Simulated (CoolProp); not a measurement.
A single-stage vapour-compression cycle with R152A: evaporating at 275.15 K (dew point), condensing at 335.15 K (bubble point), superheat 0 K, subcooling 0 K, compressor efficiency 0.7, no pressure losses. Each further row changes one setting.

Values from CoolProp's reference Helmholtz-energy equation of state, Outcalt 1996. It is a modified Benedict-Webb-Rubin equation, recast in Helmholtz form.

```csv
case,cooling COP,pressure ratio,discharge temperature (K),refrigerating effect (kJ/kg),volumetric capacity (kJ/m³)
as stated,2.35,5.55,368.5,194,1740
evaporating temperature 280.15 K,2.67,4.67,364.8,197,2090
condensing temperature 330.15 K,2.66,4.93,361.6,204,1830
subcooling 5 K,2.47,5.55,368.5,204,1830
superheat 10 K,2.36,5.55,379.1,205,1750
compressor efficiency 0.6,2.01,5.55,378.0,194,1740
```
